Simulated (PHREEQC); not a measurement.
A made-up water analysis in mg/kgw, 25 °C, pH 7.24, pe 9: Na 21.7; K 0.437; Ca 24.6; Mg 8.72; Cl 62.9; S(6) as SO4 54; Alkalinity as HCO3 2.92; Li 0.00513; Si as SiO2 0.0698; Zn 0.107; Cd 0.243.

Valence states are taken as typed.

Model: ion-association model, phreeqc.dat, run in PHREEQC.

```tsv
quantity	before	after
ionic strength (mol/kgw)	0.00425	0.00425
Ca+2 (mol/kgw)	0.000583	0.000583
SO4-2 (mol/kgw)	0.000507	0.000507
Mg+2 (mol/kgw)	0.000336	0.000336
HCO3- (mol/kgw)	4.70e-5	4.73e-5
CaSO4 (mol/kgw)	3.02e-5	3.02e-5
SI of Otavite (CdCO3)	-1.22	-1.52
SI of Quartz (SiO2)	-1.96	-1.95
```

Name the change that produced these shifts.
A. pH from 7.24 to 6.94 at the same alkalinity
B. temperature from 25 to 80 °C at the same typed pH
C. all concentrations times 4 at the same typed pH
D. Zn from 0.107 to 0.321 mg/kgw

A, pH from 7.24 to 6.94 at the same alkalinity

No solid was allowed to form.
